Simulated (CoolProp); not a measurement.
Vapour-liquid equilibrium of octamethyltrisiloxane (MDM) (1) + octamethylcyclotetrasiloxane (D4) (2) at 5.52 bar; x and y are mole fractions of (1).

Values from CoolProp's multi-fluid Helmholtz-energy mixture model, Thol 2017 and Thol 2015; pair parameters Bell 2016.

```
x     bubble temperature (K)  y at the bubble point  dew temperature at overall composition x (K)  liquid density (mol/L)
----  ----------------------  ---------------------  --------------------------------------------  ----------------------
0.05                   528.9                  0.067                                         529.3                   2.129
0.2                    524.5                  0.252                                         525.8                   2.164
0.35                   520.6                  0.419                                         522.2                   2.199
0.5                    516.8                  0.572                                         518.6                   2.234
0.65                   513.3                  0.713                                         514.9                   2.268
0.8                    509.8                  0.844                                         511.0                   2.302
0.95                   506.3                  0.963                                         506.7                   2.335
```

No azeotrope shows between x = 0.05 and 0.95.

Pair parameters are fitted to limited data, so mixtures are less certain than the pure fluids.
